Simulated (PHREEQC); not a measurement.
Consider water at 75 °C with 0.0037 mol/kgw (NH4)2CO3 and 0.00081 mol/kgw K2SO4. It is in equilibrium with CO2 at log p = -3.4 (atm). Otherwise closed; pH follows from the charge balance.

Model: ion-association model, phreeqc.dat, run in PHREEQC.

No solid was allowed to form.

Predict the pH.

pH 8.63.

In which forms is C present?

HCO3- 96 %, CO3-2 3.8 % of the C.

At this temperature some constants are extrapolated from 25 °C, and those without enthalpy data are left unchanged.
